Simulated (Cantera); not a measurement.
Stirred combustor or abatement burner

A perfectly stirred reactor is fed with CH4 : C2H6 : C3H8 : O2 : N2 = 1 : 0.14 : 0.35 : 2.65 : 9.96 (molar parts), at 10.0 bar; it is adiabatic with a 775 K inlet, and is followed from long to short residence time, starting on the burning branch (τ in s: 0.11, 0.05, 0.024, 0.012, 0.0055, 0.0026, 0.0013, 0.0006, 0.00029, 0.00014, 6.6e-05, 3.2e-05).

Computed with Cantera and GRI-Mech 3.0 (53 species, 325 reactions). GRI-Mech 3.0 was tuned for natural gas; its chemistry of propane as a main component is partial and can be far from experiment.

```csv
τ (s),T (K),x CH4,x C2H6,x C3H8,x CH2O,x C2H,x N2O,x H2
0.11,2223,8.81e-5,1.50e-8,2.62e-8,4.04e-7,8.49e-9,5.66e-9,0.0872
0.050,2223,0.000178,3.60e-8,5.70e-8,8.05e-7,1.94e-8,8.40e-9,0.0868
0.024,2224,0.000333,8.52e-8,1.17e-7,1.54e-6,4.32e-8,1.29e-8,0.0863
0.012,2225,0.000580,1.99e-7,2.31e-7,2.83e-6,9.28e-8,1.93e-8,0.0852
0.0055,2226,0.00101,5.19e-7,4.94e-7,5.44e-6,2.15e-7,2.84e-8,0.0832
0.0026,2227,0.00159,1.26e-6,1.02e-6,9.87e-6,4.50e-7,3.66e-8,0.0803
0.0013,2227,0.00225,2.72e-6,1.98e-6,1.67e-5,8.17e-7,4.14e-8,0.0768
0.00060,2223,0.00310,6.13e-6,4.16e-6,2.93e-5,1.43e-6,4.28e-8,0.0722
0.00029,2213,0.00403,1.30e-5,8.45e-6,4.90e-5,2.17e-6,4.13e-8,0.0677
0.00014,2190,0.00522,2.86e-5,1.78e-5,8.23e-5,2.96e-6,3.93e-8,0.0631
6.6e-5,2137,0.00729,7.58e-5,4.31e-5,0.000149,3.38e-6,4.33e-8,0.0582
3.2e-5,775,0.0709,0.00993,0.0248,<1e-12,<1e-12,<1e-12,<1e-12
```
x: mole fraction; the columns are a selection and need not sum to one.
